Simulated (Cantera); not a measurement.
N2O furnace oxynitridation

An isothermal, constant-pressure homogeneous reactor starts with N2O : H2O = 1 : 0.081 (molar parts), at 1075 K and 0.0980 bar.

Model: GRI-Mech 3.0 (53 species, 325 reactions), integrated in Cantera. GRI-Mech 3.0 was tuned for natural gas; its chemistry of N2O as a main component is partial and can be far from experiment. The mechanism lacks the step 2 NO + O2 → 2 NO2, which can matter for NO2 below about 1400 K. The temperature is held fixed by assumption; the heat of reaction is taken as removed at once.

| t (s) | x N2O | x H2O | x NO2 | x HO2 | x NO | x H2 | x O |
|---|---|---|---|---|---|---|---|
| 4.00e-6 | 0.925 | 0.0749 | <1e-12 | <1e-12 | 2.46e-11 | <1e-12 | 1.05e-8 |
| 1.20e-5 | 0.925 | 0.0749 | <1e-12 | <1e-12 | 2.17e-10 | <1e-12 | 3.05e-8 |
| 3.62e-5 | 0.925 | 0.0749 | <1e-12 | 2.08e-12 | 1.82e-9 | <1e-12 | 8.16e-8 |
| 0.000109 | 0.925 | 0.0749 | <1e-12 | 4.77e-11 | 1.32e-8 | <1e-12 | 1.78e-7 |
| 0.000328 | 0.925 | 0.0749 | <1e-12 | 8.61e-10 | 7.18e-8 | <1e-12 | 2.57e-7 |
| 0.000988 | 0.925 | 0.0749 | 2.26e-12 | 1.09e-8 | 2.74e-7 | 4.77e-12 | 2.67e-7 |
| 0.00297 | 0.925 | 0.0749 | 1.99e-10 | 1.03e-7 | 8.86e-7 | 6.13e-11 | 2.67e-7 |
| 0.00894 | 0.925 | 0.0749 | 1.38e-8 | 7.16e-7 | 2.71e-6 | 5.73e-10 | 2.66e-7 |
| 0.0269 | 0.925 | 0.0749 | 4.81e-7 | 2.19e-6 | 7.77e-6 | 3.71e-9 | 2.65e-7 |
| 0.0810 | 0.924 | 0.0749 | 5.18e-6 | 2.19e-6 | 1.97e-5 | 1.42e-8 | 2.65e-7 |
| 0.244 | 0.923 | 0.0749 | 2.75e-5 | 1.70e-6 | 4.70e-5 | 3.08e-8 | 2.63e-7 |
| 0.734 | 0.919 | 0.0748 | 9.96e-5 | 1.30e-6 | 0.000121 | 2.94e-8 | 2.55e-7 |
| 2.21 | 0.908 | 0.0745 | 0.000248 | 8.56e-7 | 0.000386 | 1.52e-8 | 2.39e-7 |
| 6.65 | 0.874 | 0.0736 | 0.000425 | 4.50e-7 | 0.00133 | 8.81e-9 | 2.22e-7 |
| 20.0 | 0.784 | 0.0713 | 0.000519 | 1.92e-7 | 0.00408 | 6.65e-9 | 2.08e-7 |
x: mole fraction; the columns are a selection and need not sum to one.

Equilibrium at this temperature and pressure: N2O 1.60e-9, H2O 0.0512, NO2 9.44e-7, HO2 1.55e-9, NO 7.45e-5, H2 2.05e-10, O 2.37e-9 (gas phase only).
